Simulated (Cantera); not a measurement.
## Ti + O2 + H2 (titanium nitride, carbide and oxide coatings)

Charge: 1 mol Ti, 0.58 mol O2, 29 mol H2, at 10.0 Torr.

Equilibrium computed with Cantera from the NASA thermochemical tables; the gas is ideal and each condensed phase is pure. Candidate condensed phases: H2O, Ti, TiO, TiO2, Ti2O3, Ti3O5, Ti4O7; 12 gas species. Mutual solubility and eutectic melting of coexisting phases are not modelled. TiO: taken at fixed stoichiometry. The numbers say what is thermodynamically allowed, not how fast it happens.

From 927 °C to 1727 °C the condensed part is TiO(s) + Ti2O3(s). At 1827 °C the condensed part is TiO(l) + Ti2O3(s).

| T (°C) | x H2 | x H | x H2O | x TiO | x Ti | n TiO(s) | n Ti2O3(s) | n TiO(l) |
|---|---|---|---|---|---|---|---|---|
| 927 | 1.000 | 1.71e-6 | 2.23e-7 | <1e-12 | <1e-12 | 0.680 | 0.160 | 0 |
| 1027 | 1.000 | 9.58e-6 | 8.61e-7 | <1e-12 | <1e-12 | 0.680 | 0.160 | 0 |
| 1127 | 1.000 | 4.21e-5 | 2.84e-6 | 2.59e-11 | 2.31e-12 | 0.680 | 0.160 | 0 |
| 1227 | 1.000 | 0.000152 | 7.97e-6 | 6.80e-10 | 5.77e-11 | 0.680 | 0.160 | 0 |
| 1327 | 1.000 | 0.000471 | 1.97e-5 | 1.17e-8 | 9.49e-10 | 0.681 | 0.159 | 0 |
| 1427 | 0.999 | 0.00128 | 4.37e-5 | 1.42e-7 | 1.11e-8 | 0.683 | 0.159 | 0 |
| 1527 | 0.997 | 0.00310 | 8.89e-5 | 1.29e-6 | 9.65e-8 | 0.685 | 0.157 | 0 |
| 1627 | 0.993 | 0.00685 | 0.000168 | 9.18e-6 | 6.60e-7 | 0.689 | 0.155 | 0 |
| 1727 | 0.986 | 0.0140 | 0.000299 | 5.30e-5 | 3.67e-6 | 0.696 | 0.151 | 0 |
| 1827 | 0.973 | 0.0266 | 0.000603 | 0.000234 | 1.30e-5 | 0 | 0.142 | 0.708 |
x: gas mole fraction; n: condensed amount in mol.
